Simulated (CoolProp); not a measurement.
R134a at several states: density (kg/m³) from the reference equation and from simpler models built on Tc = 374.2 K, pc = 40.59 bar, ω = 0.327; each cubic takes its own stable root.

Values from CoolProp's reference Helmholtz-energy equation of state, Tillner-Roth 1994.

```json
[
 {"T (K)": "410.5", "p (bar)": "0.258", "phase": "gas", "reference": "0.7725", "van der Waals": "0.7724", "Redlich-Kwong": "0.7726", "Soave-Redlich-Kwong": "0.7725", "Peng-Robinson": "0.7726"},
 {"T (K)": "258.7", "p (bar)": "26.1", "phase": "liquid", "reference": "…", "van der Waals": "779.7", "Redlich-Kwong": "…", "Soave-Redlich-Kwong": "…", "Peng-Robinson": "1333"},
 {"T (K)": "373.4", "p (bar)": "0.168", "phase": "gas", "reference": "0.5529", "van der Waals": "0.5528", "Redlich-Kwong": "0.5529", "Soave-Redlich-Kwong": "0.5529", "Peng-Robinson": "0.5530"},
 {"T (K)": "384.1", "p (bar)": "11.6", "phase": "gas", "reference": "41.09", "van der Waals": "…", "Redlich-Kwong": "…", "Soave-Redlich-Kwong": "…", "Peng-Robinson": "…"},
 {"T (K)": "209", "p (bar)": "0.109", "phase": "gas", "reference": "0.6457", "van der Waals": "0.6420", "Redlich-Kwong": "0.6429", "Soave-Redlich-Kwong": "0.6434", "Peng-Robinson": "0.6435"}
]
```

Complete the blanks.


- 258.7, reference: 1349
- 258.7, Redlich-Kwong: 1126
- 258.7, Soave-Redlich-Kwong: 1180
- 384.1, van der Waals: 40.53
- 384.1, Redlich-Kwong: 40.99
- 384.1, Soave-Redlich-Kwong: 40.91
- 384.1, Peng-Robinson: 41.38
